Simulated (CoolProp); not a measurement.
A single-stage vapour-compression cycle with R245fa: evaporating at 255.15 K (dew point), condensing at 277.15 K (bubble point), superheat 2 K, subcooling 8 K, compressor efficiency 0.7, no pressure losses. Each further row changes one setting.

The numbers come from the reference Helmholtz-energy equation of state, Akasaka 2015 in CoolProp.

| case | cooling COP | pressure ratio | discharge temperature (K) | refrigerating effect (kJ/kg) | volumetric capacity (kJ/m³) |
|---|---|---|---|---|---|
| as stated | 7.94 | 2.92 | 289.0 | 198 | 275 |
| evaporating temperature 260.15 K | 10.6 | 2.24 | 286.4 | 202 | 358 |
| condensing temperature 272.15 K | 10.4 | 2.33 | 282.2 | 204 | 284 |
| subcooling 13 K | 8.19 | 2.92 | 289.0 | 204 | 284 |
| superheat 12 K | 7.94 | 2.92 | 299.3 | 206 | 275 |
| compressor efficiency 0.6 | 6.80 | 2.92 | 293.8 | 198 | 275 |
